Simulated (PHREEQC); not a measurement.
Make-up at 25 °C: 0.0022 mol/kgw CsOH, 1.1e-06 mol/kgw H4SiO4 and 0.22 mol/kgw (CH3)4NCl. Closed to the air; pH follows from the charge balance.

Model: ion-association model, wateq4f.dat, run in PHREEQC.

This is a speciation only: nothing precipitates in the calculation.

### Question
What pH does the model give?

### Answer
pH 11.19.

### Question
In which forms is Si present?

### Answer
H3SiO4- 95 %, H4SiO4 2.8 %, H2SiO4-2 2.4 % of the Si.

Species that the database lacks are ignored. (CH3)4N+ isn't in the database: it is added as a free cation with an ion size of 4 Å.
